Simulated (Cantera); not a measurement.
Cantera run:

```python
import numpy as np
import cantera as ct

gas_names = [...]  # 109 gases of nasa_gas.yaml made of C, Cl, H, Si
cond_names = """
    C(gr) C6H6(L) C7H8(L) C8H18(L),n-octa Si(cr) Si(L) SiC(b)
""".split()


# ... load() reads the species with a 1 bar reference pressure and builds the phases ...
atoms = {
    'SiH2Cl2': {'Si': 1, 'H': 2, 'CL': 2},
    'C2H4': {'C': 2, 'H': 4},
    'H2': {'H': 2},
}
top_T = {'C(gr)': 4500, 'SiC(b)': 3050}  # K; cautious upper limits of use, not melting points


# ... equilibrate(T, P, feed) seeds the gas with the atoms and calls Mixture.equilibrate('TP', solver="gibbs", rtol=1e-10, max_steps=50000) ...
results = []
feed = {'SiH2Cl2': 1, 'C2H4': 0.11, 'H2': 25}  # mol
P = 100  # Pa
for T in [1575, 1600, 1625, 1650, 1675, 1700, 1725, 1750, 1775, 1800, 1825, 1850, 1875, 1900]:
    mix = equilibrate(T, P, feed)
    results.append((T, P, feed, dict(zip(mix.species_names, mix.species_moles))))

top = {s: max(r[3][s] / sum(r[3][g] for g in gas_names) for r in results) for s in gas_names}
cols = sorted((s for s in top if top[s] > 1e-05), key=lambda s: -top[s])[:9]
seen = [c for c in cond_names if any(r[3].get(c, 0) > 1e-12 for r in results)]
print("log10 of partial pressures in bar; condensed amounts in mol")
print(f"{'T/K':>10s}" + "".join(f"{s[:9]:>10s}" for s in cols + seen))
for T, P, feed, n in results:
    ng = sum(n[g] for g in gas_names)
    print(f"{T:10.4g}" + "".join(f"{np.log10(max(n[s] / ng * P / 1e5, 1e-99)):10.3f}" for s in cols)
          + "".join(f"{n.get(c, 0):10.4g}" for c in seen))
```

It prints:

```
log10 of partial pressures in bar; condensed amounts in mol
       T/K        H2       HCL         H        Si     SiCL2      SiCL        CL       SiH      Si2C    Si(cr)     Si(L)    SiC(b)
      1575    -3.029    -4.276    -5.896    -7.241    -4.993    -7.404    -7.243    -8.377    -9.815    0.4998         0      0.22
      1600    -3.029    -4.278    -5.779    -7.011    -4.990    -7.258    -7.130    -8.187    -9.509    0.4957         0      0.22
      1625    -3.029    -4.280    -5.666    -6.788    -4.986    -7.117    -7.021    -8.003    -9.213     0.491         0      0.22
      1650    -3.030    -4.282    -5.557    -6.572    -4.983    -6.980    -6.914    -7.825    -8.926     0.485         0      0.22
      1675    -3.030    -4.284    -5.450    -6.363    -4.980    -6.848    -6.811    -7.652    -8.648    0.4772         0    0.2199
      1700    -3.031    -4.284    -5.347    -6.168    -4.983    -6.727    -6.710    -7.494    -8.388         0    0.4704    0.2199
      1725    -3.031    -4.281    -5.247    -5.993    -4.993    -6.620    -6.608    -7.354    -8.149         0    0.4656    0.2198
      1750    -3.032    -4.279    -5.150    -5.824    -5.004    -6.516    -6.509    -7.218    -7.916         0     0.456    0.2197
      1775    -3.034    -4.277    -5.055    -5.659    -5.015    -6.416    -6.413    -7.086    -7.691         0    0.4398    0.2194
      1800    -3.035    -4.276    -4.964    -5.498    -5.026    -6.319    -6.320    -6.958    -7.472         0    0.4146    0.2191
      1825    -3.037    -4.275    -4.875    -5.342    -5.038    -6.225    -6.231    -6.834    -7.259         0    0.3771    0.2185
      1850    -3.039    -4.275    -4.788    -5.191    -5.051    -6.134    -6.143    -6.714    -7.052         0    0.3229    0.2175
      1875    -3.042    -4.276    -4.705    -5.043    -5.064    -6.046    -6.059    -6.597    -6.851         0    0.2462    0.2161
      1900    -3.046    -4.278    -4.623    -4.899    -5.078    -5.961    -5.978    -6.484    -6.655         0    0.1391    0.2138
```

These are equilibrium values from Cantera (NASA tables, ideal gas, pure condensed phases), not measurements of a reactor. Mutual solubility and eutectic melting of coexisting phases are not modelled. The tables' values for SiCl, SiCl3 are old estimates; treat these amounts as uncertain. Gases not in the tables: Si2H6 and higher silanes.
